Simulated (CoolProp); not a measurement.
Properties of octamethylcyclotetrasiloxane (D4) along the isotherm 620 K (Tc = 586.5 K, pc = 1.347 MPa, ω = 0.598).

The numbers come from the reference Helmholtz-energy equation of state, Thol 2015 in CoolProp.

```tsv
p (MPa)	phase	cp (kJ/(kg K))	cv (kJ/(kg K))	expansivity (1/kK)
0.421	gas	2.069	2.021	2.341
0.842	gas	2.123	2.033	3.666
1.26	gas	2.244	2.051	6.536
1.68	supercritical	2.619	2.076	14.95
2.11	supercritical	3.042	2.091	21.70
2.53	supercritical	2.705	2.081	11.79
2.95	supercritical	2.539	2.074	7.671
3.37	supercritical	2.459	2.069	5.831
```
